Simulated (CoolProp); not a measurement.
Vapour-liquid equilibrium of n-hexane (1) + toluene (2) at 0.0313 MPa; x and y are mole fractions of (1).

Values from CoolProp's multi-fluid Helmholtz-energy mixture model, Thol 2019 and Lemmon 2006; pair parameters Bell 2016.

Problem. Give the bubble temperature and the first vapour's composition at x = 0.05, 0.2, 0.5. Is there an azeotrope?

Solution. x = 0.05: 341.2 K, y = 0.229; x = 0.2: 329.9 K, y = 0.571; x = 0.5: 318.8 K, y = 0.813. No azeotrope shows between x = 0.05 and 0.95.

Pair parameters are fitted to limited data, so mixtures are less certain than the pure fluids.
